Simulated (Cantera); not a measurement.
An isothermal, constant-pressure homogeneous reactor starts with C₂H₆ : H₂ = 1 : 3.3 (molar parts), at 1675 K and 0.0263 atm.

Detailed kinetics in Cantera: GRI-Mech 3.0 (53 species, 325 reactions). GRI-Mech 3.0 stops at C3 and has no aromatics, soot or wall deposition, so with more carbon than oxygen in the feed, carbon stays in small species such as C2H2 where larger ones or solid carbon would form. Radical loss at walls, strong at low pressure, is not modelled.

Predict: x(C₂H₆) at 3.00 s; x(H₂) at 3.00 s; x(C₂H₄) at 3.00 s; x(H) at 3.00 s; x(C₂H) at 3.00 s; x(CH₂) at 3.00 s; x(CH₃) at 3.00 s.


```
Property                                               Value
-----------------  -----------------------------------------
x(C₂H₆) at 3.00 s    2.53e-7 (gas-phase equilibrium 1.22e-8)
x(H₂) at 3.00 s          0.835 (gas-phase equilibrium 0.840)
x(C₂H₄) at 3.00 s  0.000211 (gas-phase equilibrium 0.000208)
x(H) at 3.00 s     0.000635 (gas-phase equilibrium 0.000656)
x(C₂H) at 3.00 s     5.85e-7 (gas-phase equilibrium 6.11e-7)
x(CH₂) at 3.00 s     8.74e-8 (gas-phase equilibrium 1.60e-8)
x(CH₃) at 3.00 s    0.000119 (gas-phase equilibrium 2.03e-5)
```
